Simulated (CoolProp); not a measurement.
Acetone along the isotherm 541.9 K: density (kg/m³) from the reference equation and from simpler models built on Tc = 508.1 K, pc = 4.692 MPa, ω = 0.307; each cubic takes its own stable root.

Model: reference Helmholtz-energy equation of state, Lemmon 2006, in CoolProp. It is a short technical equation, of lower accuracy than the large ones.

```json
[
 {"p (MPa)": "1.07", "phase": "gas", "reference": "14.89"},
 {"p (MPa)": "2.13", "phase": "gas", "reference": "32.36"},
 {"p (MPa)": "3.2", "phase": "gas", "reference": "54.03"},
 {"p (MPa)": "4.27", "phase": "gas", "reference": "82.25"},
 {"p (MPa)": "5.33", "phase": "supercritical", "reference": "122.4"},
 {"p (MPa)": "6.4", "phase": "supercritical", "reference": "192.9"},
 {"p (MPa)": "7.47", "phase": "supercritical", "reference": "307.5"},
 {"p (MPa)": "8.53", "phase": "supercritical", "reference": "371.2"},
 {"p (MPa)": "9.6", "phase": "supercritical", "reference": "404.8"},
 {"p (MPa)": "10.7", "phase": "supercritical", "reference": "427.8"},
 {"p (MPa)": "11.7", "phase": "supercritical", "reference": "443.7"}
]
```

How far does each simpler model (ideal gas, Peng-Robinson) lie from the reference over these 11 states: mean and median of the absolute difference, and the worst?


- ideal gas: mean 47.5 %, median 57.2 %, worst -70.4 % at 541.9 K and 8.53 MPa
- Peng-Robinson: mean 10.5 %, median 7.8 %, worst -22.2 % at 541.9 K and 8.53 MPa
